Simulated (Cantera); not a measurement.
Cantera with NASA thermochemical tables; ideal gases at 1 bar, condensed phases pure. Values are per mole of reaction as written; species without (g) are pure solids or liquids, kept so even where they would boil at 1 bar.

2 Pb + CO₂(g) ⇌ C + 2 PbO

```tsv
T (K)	ΔH° (kJ)	ΔS° (J/K)	ΔG° (kJ)	log10 K
1225	16.7	-148.5	198.6	-8.47
1325	20.5	-145.5	213.3	-8.41
1425	(withheld)	(withheld)	(withheld)	(withheld)
1525	(withheld)	(withheld)	(withheld)	(withheld)
1625	32.1	-137.6	255.7	-8.22
```

Problem. Complete the blanks.

Solution. 
- 1425, ΔH° (kJ): 24.4
- 1425, ΔS° (J/K): -142.6
- 1425, ΔG° (kJ): 227.7
- 1425, log10 K: -8.35
- 1525, ΔH° (kJ): 28.3
- 1525, ΔS° (J/K): -140.0
- 1525, ΔG° (kJ): 241.8
- 1525, log10 K: -8.28
